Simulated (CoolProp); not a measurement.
Vapour-liquid equilibrium of 1-butene (1) + n-butane (2) at 7.55 °C; x and y are mole fractions of (1).

The numbers come from the multi-fluid Helmholtz-energy mixture model, Lemmon 2005 and Bücker 2006; pair parameters Bell 2016 in CoolProp.

Q: Give the bubble pressure and the first vapour's composition at x = 0.15, 0.35, 0.55. Is there an azeotrope?

A: x = 0.15: 0.1415 MPa, y = 0.181; x = 0.35: 0.1487 MPa, y = 0.402; x = 0.55: 0.1557 MPa, y = 0.601. No azeotrope shows between x = 0.05 and 0.95.

Pair parameters are fitted to limited data, so mixtures are less certain than the pure fluids.
